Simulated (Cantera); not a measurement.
A Cantera script and its output.

```python
import numpy as np
import cantera as ct

gas = ct.Solution("gri30.yaml")
gas.TPX = 725, 27000, {'C3H8': 1, 'O2': 3.57, 'N2': 13.4}
inlet = ct.Reservoir(gas, clone=True)
gas.equilibrate("HP")  # start burning
reactor = ct.IdealGasConstPressureReactor(gas, energy="on", clone=False)
exhaust = ct.Reservoir(gas, clone=True)
tau = [0.045, 0.026, 0.014, 0.0081, 0.0046, 0.0026, 0.0015, 0.00083, 0.00047, 0.00026, 0.00015, 8.4e-05, 4.7e-05][0]
for a, b in ((inlet, reactor), (reactor, exhaust)):
    ct.MassFlowController(a, b, mdot=lambda t: reactor.mass / tau)
net = ct.ReactorNet([reactor])
show = ['C3H8', 'O2', 'NO2', 'H2O2', 'C2H2']

rows = []
print(f"{'tau/s':>10s}{'T/K':>9s}" + "".join(f"{s:>11s}" for s in show))
for tau in [0.045, 0.026, 0.014, 0.0081, 0.0046, 0.0026, 0.0015, 0.00083, 0.00047, 0.00026, 0.00015, 8.4e-05, 4.7e-05]:
    net.initial_time = 0.0
    net.advance(30 * tau)
    before = gas.X
    net.advance(40 * tau)
    drift = np.max(np.abs(gas.X - before) / (gas.X + 1e-9))
    rows.append([gas.T, *gas[show].X, drift])
    print(f"{tau:10.3e}{gas.T:9.1f}" + "".join(f"{x:11.3e}" for x in gas[show].X))
```

It prints:

```
     tau/s      T/K       C3H8         O2        NO2       H2O2       C2H2
 4.500e-02   2277.0  5.834e-07  7.567e-04  9.424e-09  1.078e-08  1.070e-05
 2.600e-02   2266.0  9.513e-07  9.374e-04  8.914e-09  1.210e-08  1.493e-05
 1.400e-02   2253.8  1.669e-06  1.182e-03  8.274e-09  1.365e-08  2.256e-05
 8.100e-03   2243.6  2.778e-06  1.449e-03  7.718e-09  1.510e-08  3.387e-05
 4.600e-03   2233.7  4.774e-06  1.812e-03  7.173e-09  1.684e-08  5.383e-05
 2.600e-03   2223.4  8.377e-06  2.352e-03  6.625e-09  1.933e-08  8.960e-05
 1.500e-03   2211.4  1.466e-05  3.186e-03  6.029e-09  2.358e-08  1.516e-04
 8.300e-04   2192.3  2.748e-05  4.729e-03  5.230e-09  3.351e-08  2.757e-04
 4.700e-04   2161.4  5.241e-05  7.416e-03  4.309e-09  5.754e-08  5.049e-04
 2.600e-04   2100.2  1.132e-04  1.297e-02  3.444e-09  1.317e-07  1.008e-03
 1.500e-04   1945.0  3.447e-04  2.781e-02  3.057e-09  4.415e-07  2.558e-03
 8.400e-05    725.0  5.565e-02  1.987e-01 -7.390e-21  1.923e-17 -4.965e-17
 4.700e-05    725.0  5.565e-02  1.987e-01 -7.456e-25  6.038e-18 -5.009e-21
```

Computed with Cantera and GRI-Mech 3.0 (53 species, 325 reactions). GRI-Mech 3.0 was tuned for natural gas; its chemistry of propane as a main component is partial and can be far from experiment.
